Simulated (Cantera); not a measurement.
Feed: 1 mol Si, 0.055 mol CO2, 25 mol N2, held at 1.00 bar.

These are equilibrium values from Cantera (NASA tables, ideal gas, pure condensed phases), not measurements of a reactor. Candidate condensed phases: C, Si, SiC, SiO2, Si2N2O, Si3N4; 34 gas species. Mutual solubility and eutectic melting of coexisting phases are not modelled. Rates play no part. All values below are at 1698 K.

Base state: N2 0.998, CO 0.00187 (mole fractions); condensed: C(graphite) + Si2N2O(s) + Si3N4(s).

**Question.** What changes in the equilibrium state with this change: pressure from 1.00 bar to 10.0 mbar?

**Answer.** 
```
species            before    after
----------------  -------  -------
N2                  0.998    0.995
SiO               6.81e-6  0.00271
CO                0.00187  0.00178
Si                8.63e-9  1.86e-5
C(graphite), mol  0.00935        0
Si2N2O(s), mol     0.0642        0
Si3N4(s), mol       0.290    0.307
SiC(s), mol             0   0.0113
```
